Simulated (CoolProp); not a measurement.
Vapour-liquid equilibrium of CHF3 (R23) (1) + R22 (2) at -15.55 °C; x and y are mole fractions of (1).

The numbers come from the multi-fluid Helmholtz-energy mixture model, Penoncello 2003 and Kamei 1995; pair parameters Bell 2016 in CoolProp.

| x | bubble pressure (MPa) | y at the bubble point | dew pressure at overall composition x (MPa) | liquid density (mol/L) |
|---|---|---|---|---|
| 0.05 | 0.3644 | 0.227 | 0.3039 | 15.48 |
| 0.15 | 0.5091 | … | 0.3354 | 15.62 |
| 0.25 | 0.6483 | 0.625 | 0.3740 | 15.75 |
| 0.35 | 0.7812 | 0.716 | 0.4224 | 15.87 |
| 0.45 | 0.9085 | 0.781 | 0.4844 | 15.98 |
| 0.55 | 1.031 | 0.832 | 0.5668 | 16.07 |
| 0.65 | 1.152 | 0.874 | 0.6802 | 16.15 |
| 0.75 | 1.273 | 0.911 | 0.8429 | 16.21 |
| 0.85 | … | 0.946 | 1.082 | 16.26 |
| 0.95 | 1.530 | 0.982 | 1.412 | … |

Question: Some entries are withheld; supply them.

Answer: 
- 0.15, y at the bubble point: 0.483
- 0.85, bubble pressure (MPa): 1.398
- 0.95, liquid density (mol/L): 16.28

No azeotrope shows between x = 0.05 and 0.95.

Pair parameters are fitted to limited data, so mixtures are less certain than the pure fluids. The gap from Raoult's law changes sign with composition, which may be real or a fault of the pair parameters; it wasn't checked against measurements.
